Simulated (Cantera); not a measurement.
**Premixed flame**

A freely propagating, adiabatic, planar premixed flame of 44.4 % H₂, 11.7 % O₂, 43.9 % N₂, unburnt at 400 K and 105 Torr; mixture-averaged transport, grid criteria slope 0.08 and curve 0.16, no radiation.

Computed with Cantera and the H2/O2 subset of GRI-Mech 3.0, which has no nitrogen chemistry. Burning velocities carry a grid error of a few per cent, more on coarse grids.

| z (mm) | T (K) | u (m/s) | x H₂ | x O₂ | x H₂O | x H₂O₂ | x HO₂ | x O |
|---|---|---|---|---|---|---|---|---|
| -15.4 | 400 | 3.70 | 0.444 | 0.117 | <1e-8 | <1e-8 | <1e-8 | <1e-8 |
| -10.3 | 400 | 3.70 | 0.444 | 0.117 | <1e-8 | <1e-8 | <1e-8 | <1e-8 |
| -7.71 | 400 | 3.70 | 0.444 | 0.117 | <1e-8 | <1e-8 | <1e-8 | <1e-8 |
| -5.14 | 400 | 3.70 | 0.444 | 0.117 | <1e-8 | <1e-8 | 1.34e-8 | <1e-8 |
| -2.57 | 409 | 3.77 | 0.443 | 0.117 | 0.000287 | 2.87e-6 | 8.23e-5 | 3.43e-6 |
| -1.29 | 624 | 5.65 | 0.413 | 0.111 | 0.0171 | 8.07e-6 | 4.51e-5 | 0.000142 |
| 0 | 1046 | 9.20 | 0.285 | 0.0688 | 0.110 | 2.46e-7 | 1.34e-5 | 0.00361 |
| 1.29 | 1302 | 11.4 | 0.180 | 0.00942 | 0.224 | 1.83e-7 | 1.76e-6 | 0.00327 |
| 2.57 | 1396 | 12.1 | 0.172 | 0.00182 | 0.240 | 1.49e-7 | 3.15e-7 | 0.00202 |
| 5.14 | 1498 | 12.9 | 0.179 | 0.00116 | 0.243 | 1.38e-7 | 1.80e-7 | 0.00185 |
| 10.3 | 1615 | 13.8 | 0.189 | 0.000946 | 0.245 | 1.03e-7 | 1.33e-7 | 0.00161 |
| 20.6 | 1738 | 14.7 | 0.200 | 0.000680 | 0.248 | 6.18e-8 | 9.09e-8 | 0.00122 |
| 41.1 | 1855 | 15.6 | 0.209 | 0.000424 | 0.252 | 3.26e-8 | 5.80e-8 | 0.000800 |
x: mole fraction of selected species; z is measured from the peak of heat release.

The laminar burning velocity comes out as 370 cm/s and the thermal thickness comes out as 5.14 mm. The peak x(H₂O₂) is 1.27e-5. The peak x(HO₂) is 0.000100 and the peak x(O) is 0.00470. The grid points is 151.
